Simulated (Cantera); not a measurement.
Cantera run:

```python
import numpy as np
import cantera as ct

gas_names = """
    CL CL2 H HCL H2 N NH NH2 NH3 N2 N2H2 N2H4 Si SiCL SiCL2 SiCL3 SiCL4 SiH SiHCL3 SiH2 SiH2CL2 SiH3
    SiH3CL SiH4 SiN Si2 Si2N Si3
""".split()
cond_names = """
    NH4CL(a) NH4CL(b) Si(cr) Si(L) Si3N4(a)
""".split()


# ... load() reads the species with a 1 bar reference pressure and builds the phases ...
atoms = {
    'SiHCl3': {'Si': 1, 'H': 1, 'CL': 3},
    'HCl': {'H': 1, 'CL': 1},
    'N2': {'N': 2},
}
top_T = {'Si3N4(a)': 2400}  # K; cautious upper limits of use, not melting points


# ... equilibrate(T, P, feed) seeds the gas with the atoms and calls Mixture.equilibrate('TP', solver="vcs", rtol=1e-11, max_steps=5000) ...
results = []
feed = {'SiHCl3': 1, 'HCl': 0.032, 'N2': 75}  # mol
P = 1333.22  # Pa
for T in [1050, 1100, 1150, 1200, 1250, 1300, 1350, 1400, 1450]:
    mix = equilibrate(T, P, feed)
    results.append((T, P, feed, dict(zip(mix.species_names, mix.species_moles))))

top = {s: max(r[3][s] / sum(r[3][g] for g in gas_names) for r in results) for s in gas_names}
cols = sorted((s for s in top if top[s] > 1e-05), key=lambda s: -top[s])[:8]
seen = [c for c in cond_names if any(r[3].get(c, 0) > 1e-12 for r in results)]
print("log10 of partial pressures in bar; condensed amounts in mol")
print(f"{'T/K':>10s}" + "".join(f"{s[:9]:>10s}" for s in cols + seen))
for T, P, feed, n in results:
    ng = sum(n[g] for g in gas_names)
    print(f"{T:10.4g}" + "".join(f"{np.log10(max(n[s] / ng * P / 1e5, 1e-99)):10.3f}" for s in cols)
          + "".join(f"{n.get(c, 0):10.4g}" for c in seen))
```

Result:

```
log10 of partial pressures in bar; condensed amounts in mol
       T/K        N2       HCL     SiCL2     SiCL4     SiCL3        H2        CL  Si3N4(a)
      1050    -1.884    -3.775    -7.393    -4.045    -6.348    -5.201    -9.305    0.1604
      1100    -1.884    -3.773    -6.759    -4.048    -5.976    -5.232    -8.792    0.1604
      1150    -1.884    -3.771    -6.183    -4.055    -5.639    -5.259    -8.324    0.1596
      1200    -1.884    -3.770    -5.660    -4.068    -5.336    -5.280    -7.896    0.1573
      1250    -1.884    -3.769    -5.187    -4.095    -5.069    -5.293    -7.506    0.1515
      1300    -1.884    -3.770    -4.767    -4.151    -4.846    -5.292    -7.154    0.1386
      1350    -1.885    -3.772    -4.408    -4.261    -4.684    -5.265    -6.842    0.1143
      1400    -1.885    -3.778    -4.127    -4.465    -4.610    -5.197    -6.577    0.0773
      1450    -1.886    -3.790    -3.936    -4.796    -4.647    -5.075    -6.366   0.03662
```

Cantera equilibrium calculation (NASA polynomials, part measured and part estimated; ideal gas, pure solids and liquids). N2 is the only nitrogen source here; it is nearly inert below about 1500 K, so the nitride shown seldom forms there in practice. The tables' values for SiCl3 are old estimates; treat these amounts as uncertain.
